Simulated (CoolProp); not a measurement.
Vapour pressure (MPa) of octamethylcyclotetrasiloxane (D4): the reference equation beside estimates from Tc = 586.5 K, pc = 1.347 MPa, ω = 0.598. Clausius-Clapeyron is anchored at 340 K with a constant enthalpy of vaporisation of 50.52 kJ/mol.

Computed with CoolProp (reference Helmholtz-energy equation of state, Thol 2015).

```json
[
 {"T (K)": "314.2", "reference": "0.0004106", "Clausius-Clapeyron": "0.0004291", "van der Waals": "0.05889", "Soave-Redlich-Kwong": "0.0004496", "Peng-Robinson": "0.0005145"},
 {"T (K)": "322.8", "reference": "0.0007041", "Clausius-Clapeyron": "0.0007184", "van der Waals": "0.06979", "Soave-Redlich-Kwong": "0.0007562", "Peng-Robinson": "0.0008516"},
 {"T (K)": "331.4", "reference": "0.001164", "Clausius-Clapeyron": "0.001171", "van der Waals": "0.08203", "Soave-Redlich-Kwong": "0.001230", "Peng-Robinson": "0.001365"},
 {"T (K)": "340", "reference": "0.001862", "Clausius-Clapeyron": "0.001862", "van der Waals": "0.09568", "Soave-Redlich-Kwong": "0.001941", "Peng-Robinson": "0.002126"},
 {"T (K)": "348.6", "reference": "0.002888", "Clausius-Clapeyron": "0.002893", "van der Waals": "0.1108", "Soave-Redlich-Kwong": "0.002979", "Peng-Robinson": "0.003224"},
 {"T (K)": "357.3", "reference": "0.004376", "Clausius-Clapeyron": "0.004423", "van der Waals": "0.1277", "Soave-Redlich-Kwong": "0.004475", "Peng-Robinson": "0.004790"},
 {"T (K)": "365.9", "reference": "0.006433", "Clausius-Clapeyron": "0.006596", "van der Waals": "0.1461", "Soave-Redlich-Kwong": "0.006533", "Peng-Robinson": "0.006926"},
 {"T (K)": "374.5", "reference": "0.009238", "Clausius-Clapeyron": "0.009658", "van der Waals": "0.1661", "Soave-Redlich-Kwong": "0.009333", "Peng-Robinson": "0.009806"},
 {"T (K)": "383.1", "reference": "0.01299", "Clausius-Clapeyron": "0.01390", "van der Waals": "0.1879", "Soave-Redlich-Kwong": "0.01307", "Peng-Robinson": "0.01362"},
 {"T (K)": "391.7", "reference": "0.01789", "Clausius-Clapeyron": "0.01969", "van der Waals": "0.2116", "Soave-Redlich-Kwong": "0.01796", "Peng-Robinson": "0.01858"},
 {"T (K)": "400.3", "reference": "0.02422", "Clausius-Clapeyron": "0.02748", "van der Waals": "0.2371", "Soave-Redlich-Kwong": "0.02426", "Peng-Robinson": "0.02494"},
 {"T (K)": "409", "reference": "0.03234", "Clausius-Clapeyron": "0.03795", "van der Waals": "0.2649", "Soave-Redlich-Kwong": "0.03236", "Peng-Robinson": "0.03308"},
 {"T (K)": "417.6", "reference": "0.04237", "Clausius-Clapeyron": "0.05154", "van der Waals": "0.2944", "Soave-Redlich-Kwong": "0.04240", "Peng-Robinson": "0.04311"},
 {"T (K)": "426.2", "reference": "0.05474", "Clausius-Clapeyron": "0.06912", "van der Waals": "0.3260", "Soave-Redlich-Kwong": "0.05480", "Peng-Robinson": "0.05547"}
]
```

Absolute difference from the reference over all 14 rows, mean and median: Clausius-Clapeyron 7.9 and 4.5 %, van der Waals 3684.4 and 1934.6 %, Soave-Redlich-Kwong 2.6 and 1.3 %, Peng-Robinson 9.3 and 6.9 %.
